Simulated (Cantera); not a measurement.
Input: 1 mol Pb, 0.14 mol CO₂, 18 mol H₂, equilibrated at 9.40 bar.

Cantera equilibrium calculation (NASA polynomials, part measured and part estimated; ideal gas, pure solids and liquids). Candidate condensed phases: C, C₆H₆, C₇H₈, C₈H₁₈, H₂O, Pb, PbO, PbO₂, Pb₃O₄; 113 gas species. The numbers say what is thermodynamically allowed, not how fast it happens.

At 927 °C, list the 6 most abundant gas species with their mole fractions, and the condensed phases.

H₂ 0.979, H₂O 0.0134, CH₄ 0.00558, CO 0.00220, Pb 6.84e-5, CO₂ 2.19e-5. Condensed: Pb(l).
